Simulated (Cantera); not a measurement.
Input: 1 mol Cu2O, 250 mol H2, 0.065 mol H2O, equilibrated at 0.00240 bar.

Equilibrium computed with Cantera from the NASA thermochemical tables; the gas is ideal and each condensed phase is pure. Candidate condensed phases: Cu, CuO, Cu(OH)2, Cu2O, H2O; 12 gas species. Kinetics and transport are ignored.

x: gas mole fraction; n: condensed amount in mol.

```
T (°C)   x H2      x Cu  x H    x H2O    x Cu2     x OH  n Cu(s)  n Cu(l)
------  -----  --------  ---  -------  -------  -------  -------  -------
1027    0.996   6.57e-5    …  0.00426  5.40e-9  1.26e-9     1.98        0
1077    0.995  0.000204    …  0.00426  2.67e-8  3.37e-9     1.95        0
1127    0.995  0.000562    …  0.00426  1.10e-7  8.42e-9        0     1.86
1177    0.994   0.00143    …  0.00425  4.02e-7  1.97e-8        0     1.64
1227    0.992   0.00343    …  0.00424  1.34e-6  4.37e-8        0     1.14
1277    0.987   0.00773    …  0.00422  4.14e-6  9.19e-8        0   0.0481
1327    0.987   0.00792    …  0.00422  2.71e-6  1.85e-7        0        0
1377    0.986   0.00792    …  0.00422  1.74e-6  3.56e-7        0        0
1427    0.985   0.00792    …  0.00422  1.15e-6  6.61e-7        0        0
1477    0.983   0.00791    …  0.00421  7.72e-7  1.18e-6        0        0
```

Question: What belongs in the gaps?

Answer: 
- 1027, x H: 2.25e-5
- 1077, x H: 4.85e-5
- 1127, x H: 9.90e-5
- 1177, x H: 0.000192
- 1227, x H: 0.000358
- 1277, x H: 0.000639
- 1327, x H: 0.00110
- 1377, x H: 0.00184
- 1427, x H: 0.00298
- 1477, x H: 0.00471
